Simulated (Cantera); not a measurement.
What does this Cantera script print?

```python
import numpy as np
import cantera as ct

gas_names = """
    Br Br2 H HBr H2 Si SiBr SiBr2 SiBr3 SiBr4 SiH SiHBr3 SiH2 SiH2Br2 SiH3 SiH3Br SiH4 Si2 Si3
""".split()
cond_names = """
    Br2(cr) Br2(L) Si(cr) Si(L)
""".split()


def load(file, names, dense=False):
    # The tables refer to 1 bar. Condensed volumes are neglected.
    table = {s.name: s for s in ct.Species.list_from_file(file)}
    out = []
    for n in names:
        d = dict(table[n].input_data)
        d["thermo"] = dict(d["thermo"], **{"reference-pressure": 1e5})
        if dense:
            d["equation-of-state"] = {"model": "constant-volume", "density": "1e6 g/cm^3"}
        out.append(ct.Species.from_dict(d))
    return out


gas = ct.Solution(thermo="ideal-gas", species=load("nasa_gas.yaml", gas_names))
cond = {s.name: ct.Solution(thermo="fixed-stoichiometry", species=[s], name=s.name)
        for s in load("nasa_condensed.yaml", cond_names, dense=True)}
atoms = {
    'Si': {'Si': 1},
    'HBr': {'H': 1, 'Br': 1},
    'H2': {'H': 2},
}
top_T = {}  # K; cautious upper limits of use, not melting points


def equilibrate(T, P, feed):
    n = {}
    for name, mol in feed.items():
        for a, k in atoms[name].items():
            n[a] = n.get(a, 0.0) + k * mol
    gas.TPX = T, P, n
    mass = sum(n.values()) * gas.mean_molecular_weight
    gas.equilibrate("TP")
    valid = [c for c in cond.values() if c.min_temp <= T <= top_T.get(c.name, c.max_temp)]
    mix = ct.Mixture([(gas, mass / gas.mean_molecular_weight)] + [(c, 0.0) for c in valid])
    mix.T, mix.P = T, P
    mix.equilibrate("TP", solver="vcs", rtol=1e-11, max_steps=5000)
    return mix


results = []
T = 1350  # K
P = 10000  # Pa
for m in [1.7, 2.1, 2.6, 3.3, 4.2, 5.2, 6.5, 8.2]:
    feed = {'Si': 1, 'HBr': m, 'H2': 6.6}  # mol
    mix = equilibrate(T, P, feed)
    results.append((T, P, feed, dict(zip(mix.species_names, mix.species_moles))))

top = {s: max(r[3][s] / sum(r[3][g] for g in gas_names) for r in results) for s in gas_names}
cols = sorted((s for s in top if top[s] > 0.001), key=lambda s: -top[s])[:7]
seen = [c for c in cond_names if any(r[3].get(c, 0) > 1e-12 for r in results)]
print("log10 of partial pressures in bar; condensed amounts in mol")
print(f"{'n(HBr)':>10s}" + "".join(f"{s[:9]:>10s}" for s in cols + seen))
for T, P, feed, n in results:
    ng = sum(n[g] for g in gas_names)
    print(f"{feed['HBr']:10.4g}" + "".join(f"{np.log10(max(n[s] / ng * P / 1e5, 1e-99)):10.3f}" for s in cols)
          + "".join(f"{n.get(c, 0):10.4g}" for c in seen))
```

It prints:

```
log10 of partial pressures in bar; condensed amounts in mol
    n(HBr)        H2       HBr     SiBr2     SiBr4     SiBr3    SiHBr3    Si(cr)
       1.7    -1.074    -1.932    -2.476    -3.469    -3.735    -4.065    0.6729
       2.1    -1.086    -1.892    -2.384    -3.285    -3.597    -3.933    0.5657
       2.6    -1.098    -1.856    -2.300    -3.116    -3.470    -3.812    0.4275
       3.3    -1.114    -1.821    -2.215    -2.946    -3.343    -3.693    0.2295
       4.2    -1.132    -1.778    -2.157    -2.785    -3.233    -3.592         0
       5.2    -1.161    -1.654    -2.267    -2.618    -3.204    -3.578         0
       6.5    -1.197    -1.546    -2.406    -2.505    -3.218    -3.609         0
       8.2    -1.241    -1.450    -2.578    -2.439    -3.270    -3.684         0
```

Cantera equilibrium calculation (NASA polynomials, part measured and part estimated; ideal gas, pure solids and liquids). The tables' values for SiBr3 are old estimates; treat these amounts as uncertain.
